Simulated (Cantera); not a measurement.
Ignition delay

Mixture: 7.56 % CH₄, 17.2 % O₂, 64.7 % N₂, 10.6 % H₂O, at 17.0 bar, adiabatic and at constant pressure. Ignition delay is the time to a rise of 400 K.

Cantera simulation using GRI-Mech 3.0 (53 species, 325 reactions); the numbers are that mechanism's predictions, not measurements. The pressure lies above the range GRI-Mech 3.0 was tuned for (to about 10 atm).

```
T0 (K)  delay (ms)
------  ----------
1148          4.97
1198          2.66
1248          1.50
1298         0.878
1348         0.531
1398         0.328
1448         0.207
1498         0.132
```

```
Property                                                 Value
--------------------------------------------------  ----------
apparent activation energy between 1398 and 1498 K  160 kJ/mol
```
